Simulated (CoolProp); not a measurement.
A simple Rankine cycle with R21: condensing at 321.15 K, boiler at 2.79 MPa, turbine inlet 417.7 K, turbine efficiency 0.65, pump efficiency 0.6, no recuperator. Each further row changes one setting.

The numbers come from the reference Helmholtz-energy equation of state, Platzer 1990 in CoolProp. This equation is an older, rougher fit; its heat capacities, sound speeds and derivatives of the liquid may be far off and weren't checked against measurements.

| case | thermal efficiency (%) | net work (kJ/kg) | heat in (kJ/kg) | turbine exit temperature (K) | volume ratio over the turbine |
|---|---|---|---|---|---|
| as stated | [?] | 27.2 | 246 | 325.0 | 7.81 |
| turbine inlet 437.7 K | [?] | 30.5 | [?] | 350.4 | [?] |
| condensing temperature 313.15 K | 12.0 | 30.5 | 255 | [?] | 9.79 |
| boiler pressure 1.95 MPa | 9.9 | [?] | 262 | 350.1 | [?] |
| turbine efficiency 0.55 | 9.1 | 22.5 | 246 | 331.8 | 8.02 |

Fill in the missing entries.


- as stated, thermal efficiency (%): 11.0
- turbine inlet 437.7 K, thermal efficiency (%): 11.4
- turbine inlet 437.7 K, heat in (kJ/kg): 267
- turbine inlet 437.7 K, volume ratio over the turbine: 7.46
- condensing temperature 313.15 K, turbine exit temperature (K): 317.4
- boiler pressure 1.95 MPa, net work (kJ/kg): 25.9
- boiler pressure 1.95 MPa, volume ratio over the turbine: 5.09
